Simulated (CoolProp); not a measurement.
Vapour-liquid equilibrium of ethylbenzene (1) + n-nonane (2) at 7.77 bar; x and y are mole fractions of (1).

Computed with CoolProp (multi-fluid Helmholtz-energy mixture model, Zhou 2012 and Lemmon 2006; pair parameters Bell 2016).

```json
[
 {"x": "0.05", "bubble temperature (°C)": "247.5", "y at the bubble point": "0.063", "dew temperature at overall composition x (°C)": "247.7", "liquid density (mol/L)": "3.987"},
 {"x": "0.15", "bubble temperature (°C)": "245.2", "y at the bubble point": "0.184", "dew temperature at overall composition x (°C)": "245.8", "liquid density (mol/L)": "4.155"},
 {"x": "0.25", "bubble temperature (°C)": "243.0", "y at the bubble point": "0.299", "dew temperature at overall composition x (°C)": "243.9", "liquid density (mol/L)": "4.333"},
 {"x": "0.35", "bubble temperature (°C)": "241.0", "y at the bubble point": "0.405", "dew temperature at overall composition x (°C)": "242.0", "liquid density (mol/L)": "4.523"},
 {"x": "0.45", "bubble temperature (°C)": "239.2", "y at the bubble point": "0.506", "dew temperature at overall composition x (°C)": "240.2", "liquid density (mol/L)": "4.724"},
 {"x": "0.55", "bubble temperature (°C)": "237.5", "y at the bubble point": "0.600", "dew temperature at overall composition x (°C)": "238.4", "liquid density (mol/L)": "4.940"},
 {"x": "0.65", "bubble temperature (°C)": "236.1", "y at the bubble point": "0.690", "dew temperature at overall composition x (°C)": "236.7", "liquid density (mol/L)": "5.171"},
 {"x": "0.75", "bubble temperature (°C)": "234.9", "y at the bubble point": "0.778", "dew temperature at overall composition x (°C)": "235.3", "liquid density (mol/L)": "5.420"},
 {"x": "0.85", "bubble temperature (°C)": "233.9", "y at the bubble point": "0.865", "dew temperature at overall composition x (°C)": "234.1", "liquid density (mol/L)": "5.689"},
 {"x": "0.95", "bubble temperature (°C)": "233.1", "y at the bubble point": "0.954", "dew temperature at overall composition x (°C)": "233.2", "liquid density (mol/L)": "5.981"}
]
```

No azeotrope shows between x = 0.05 and 0.95.

Pair parameters are fitted to limited data, so mixtures are less certain than the pure fluids.
